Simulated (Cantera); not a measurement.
Source: NASA polynomial tables (part measured, part estimated), evaluated in Cantera. Values are per mole of reaction as written; species without (g) are pure solids or liquids, kept so even where they would boil at 1 bar.

2 H2(g) + TaO2(g) ⇌ 2 H2O(g) + Ta

| T (K) | ΔH° (kJ) | ΔS° (J/K) | ΔG° (kJ) | log10 K |
|---|---|---|---|---|
| 300 | ___ | ___ | ___ | ___ |
| 2348 | ___ | ___ | ___ | ___ |
| 2423 | -283.3 | -132.3 | 37.1 | -0.80 |
| 2498 | -282.3 | -131.8 | 47.0 | -0.98 |
| 2573 | -281.3 | -131.4 | 56.9 | -1.15 |
| 2648 | -280.2 | -131.0 | 66.7 | -1.32 |

What belongs in the gaps?


- 300, ΔH° (kJ): -282.8
- 300, ΔS° (J/K): -122.6
- 300, ΔG° (kJ): -246.1
- 300, log10 K: 42.84
- 2348, ΔH° (kJ): -284.3
- 2348, ΔS° (J/K): -132.6
- 2348, ΔG° (kJ): 27.2
- 2348, log10 K: -0.60
